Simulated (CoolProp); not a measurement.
Methane along the isobar 3.46 MPa: Z from the reference equation and from simpler models built on Tc = 190.6 K, pc = 4.599 MPa, ω = 0.011; each cubic takes its own stable root.

The numbers come from the reference Helmholtz-energy equation of state, Setzmann 1991 in CoolProp.

```tsv
T (K)	phase	reference
176.2	liquid	0.1280
186.2	gas	0.6257
196.3	gas	0.7136
206.3	gas	0.7682
216.4	gas	0.8080
226.4	gas	0.8381
236.5	gas	0.8622
246.5	gas	0.8816
256.6	gas	0.8977
266.6	gas	0.9111
276.7	gas	0.9226
286.8	gas	0.9324
296.8	gas	0.9408
306.9	gas	0.9481
```

Question: How far does each simpler model (van der Waals, Redlich-Kwong, Soave-Redlich-Kwong, Peng-Robinson) lie from the reference over these 14 states: mean and median of the absolute difference, and the worst?

Answer: 
- van der Waals: mean 5.1 %, median 1.2 %, worst +50.2 % at 176.2 K and 3.46 MPa
- Redlich-Kwong: mean 1.1 %, median 0.3 %, worst +11.3 % at 176.2 K and 3.46 MPa
- Soave-Redlich-Kwong: mean 1.0 %, median 0.2 %, worst +11.6 % at 176.2 K and 3.46 MPa
- Peng-Robinson: mean 2.3 %, median 2.2 %, worst -3.6 % at 196.3 K and 3.46 MPa
